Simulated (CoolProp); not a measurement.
Saturation properties of isobutane.

Model: reference Helmholtz-energy equation of state, Bücker 2006, in CoolProp.

| T (°C) | p (MPa) | surface tension (mN/m) | liquid viscosity (µPa s) | vapour viscosity (µPa s) |
|---|---|---|---|---|
| 26.35 | 0.3647 | 9.85 | 149 | 7.53 |
| 33.05 | 0.4406 | 9.11 | 139 | 7.71 |
| 39.75 | 0.5277 | 8.38 | 130 | 7.91 |
| 46.45 | 0.6270 | 7.66 | 121 | 8.11 |
| 53.15 | 0.7395 | 6.94 | 113 | 8.32 |
| 59.85 | 0.8662 | 6.24 | 106 | 8.55 |
| 66.55 | 1.008 | 5.55 | 98.7 | 8.80 |
| 73.25 | 1.166 | 4.88 | 92.0 | 9.08 |
| 79.95 | 1.342 | 4.22 | 85.7 | 9.39 |
| 86.65 | 1.537 | 3.58 | 79.6 | 9.75 |
| 93.35 | 1.752 | 2.96 | 73.6 | 10.2 |
| 100.05 | 1.988 | 2.36 | 67.7 | 10.7 |
| 106.75 | 2.248 | 1.80 | 61.9 | 11.3 |
| 113.45 | 2.532 | 1.26 | 55.9 | 12.1 |
| 120.15 | 2.844 | 0.775 | 49.6 | 13.1 |

It boils at -11.7 °C under 1 atm.

Viscosity comes from a separate model (Vogel 2000). Surface tension comes from a separate correlation (Mulero 2012).
